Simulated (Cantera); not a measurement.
Cantera run, input and output.

```python
import numpy as np
import cantera as ct

gas = ct.Solution("gri30.yaml")
gas.TPX = 1348, 31000, {'C3H8': 0.49, 'O2': 5.49, 'N2': 16.5}
reactor = ct.IdealGasReactor(gas, energy="on", clone=False)
net = ct.ReactorNet([reactor])
net.rtol, net.atol = 1e-08, 1e-16
show = ['C3H8', 'O2', 'NO', 'C2H4', 'O', 'H2O2']
times = np.geomspace(3e-06, 0.7, 10)

steps = ct.SolutionArray(gas, extra=["t"])
rows = []
print(f"{'t/s':>10s}{'T/K':>9s}{'P/Pa':>11s}" + "".join(f"{s:>11s}" for s in show))
for t in times:
    while net.time < t:
        t_next = net.step()
        steps.append(gas.state, t=t_next)
    rows.append([np.interp(t, steps.t, y) for y in (steps.T, steps.P, *steps(*show).X.T)])
    print(f"{t:10.3e}{rows[-1][0]:9.1f}{rows[-1][1]:11.4g}" + "".join(f"{x:11.3e}" for x in rows[-1][2:]))
rate = np.gradient(steps.T, steps.t)
print("integrator steps:", len(steps.t))
if steps.T.max() > steps.T[0] + 200:
    print(f"time of steepest temperature rise: {steps.t[rate.argmax()]:.4e} s")
gas.TPX = 1348, 31000, {'C3H8': 0.49, 'O2': 5.49, 'N2': 16.5}
gas.equilibrate("UV")
print(f"equilibrium (UV): T = {gas.T:.1f} K  " + "  ".join(f"{s} {gas[s].X[0]:.3e}" for s in show))
```

It prints:

```
       t/s      T/K       P/Pa       C3H8         O2         NO       C2H4          O       H2O2
 3.000e-06   1347.9    3.1e+04  2.179e-02  2.442e-01  1.428e-17  2.319e-06  7.873e-08  9.650e-10
 1.185e-05   1347.6  3.099e+04  2.176e-02  2.442e-01  6.897e-16  2.784e-05  3.850e-07  4.234e-08
 4.677e-05   1346.5  3.097e+04  2.158e-02  2.441e-01  9.638e-15  1.975e-04  7.039e-07  1.192e-06
 1.847e-04   1345.5    3.1e+04  2.017e-02  2.431e-01  4.431e-13  1.577e-03  1.842e-06  4.958e-06
 7.293e-04   2157.8  5.265e+04  1.156e-47  1.266e-01  1.860e-05  3.730e-27  2.421e-02  1.033e-07
 2.880e-03   2534.3   6.04e+04  2.498e-52  1.276e-01  2.280e-03  1.218e-28  7.989e-03  1.558e-07
 1.137e-02   2524.2  6.012e+04  1.955e-52  1.242e-01  9.529e-03  1.023e-28  7.474e-03  1.515e-07
 4.490e-02   2513.9  5.984e+04  1.529e-52  1.210e-01  1.646e-02  8.607e-29  7.017e-03  1.469e-07
 1.773e-01   2513.3  5.982e+04  1.506e-52  1.208e-01  1.689e-02  8.514e-29  6.989e-03  1.466e-07
 7.000e-01   2513.3  5.982e+04  1.506e-52  1.208e-01  1.689e-02  8.514e-29  6.989e-03  1.466e-07
integrator steps: 1803
time of steepest temperature rise: 6.5427e-04 s
equilibrium (UV): T = 2513.3 K  C3H8 3.396e-52  O2 1.208e-01  NO 1.689e-02  C2H4 1.088e-28  O 6.989e-03  H2O2 1.466e-07
```

Cantera simulation using GRI-Mech 3.0 (53 species, 325 reactions); the numbers are that mechanism's predictions, not measurements. GRI-Mech 3.0 was tuned for natural gas; its chemistry of propane as a main component is partial and can be far from experiment.
